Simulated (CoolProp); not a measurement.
Properties of isohexane at several states (Tc = 497.7 K, pc = 3.043 MPa, ω = 0.280).

Model: reference Helmholtz-energy equation of state, Lemmon 2006, in CoolProp. It is a short technical equation, of lower accuracy than the large ones.

```
T (K)  p (MPa)   phase  cp (kJ/(kg K))  cv (kJ/(kg K))
-----  -------  ------  --------------  --------------
191.5    0.184  liquid      (withheld)           1.343
197.7   0.0228  liquid      (withheld)      (withheld)
328.3   0.0341     gas           1.813      (withheld)
```

Fill in the missing entries.


- 191.5, cp (kJ/(kg K)): 1.818
- 197.7, cp (kJ/(kg K)): 1.835
- 197.7, cv (kJ/(kg K)): 1.360
- 328.3, cv (kJ/(kg K)): 1.708
